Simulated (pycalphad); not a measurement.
All values are pycalphad results on the COST 507 light-alloy database (1999) (1 atm), not direct measurements. The database dates from 1999; later assessments differ in places, in temperatures and in the compounds included. Phase fractions are per mole of atoms.

### Question
Give the equilibrium state of Si-75.3Al-1.2Mn (at.%) at 750 K.

### Answer
fcc, fraction 0.709, with 99.39 Al, 0.01 Mn at.%; diamond (Si), fraction 0.222, with <0.01 Al, no Mn at.%; ALMNSI_ALPHA, fraction 0.069, with 70.0 Al, 17.4 Mn at.%.

### Question
Give the equilibrium state of Si-75.3Al-1.2Mn (at.%) at 950 K.

### Answer
liquid, fraction 0.950, with 79.3 Al, 1.3 Mn at.%; diamond (Si), fraction 0.050, with <0.01 Al, no Mn at.%.

Database names, with the compositions (at.%) that they take in these runs: ALMNSI_ALPHA: Al 70 Mn 17 Si 12. An entry "none" or "no" means that the model of the phase leaves that element out.
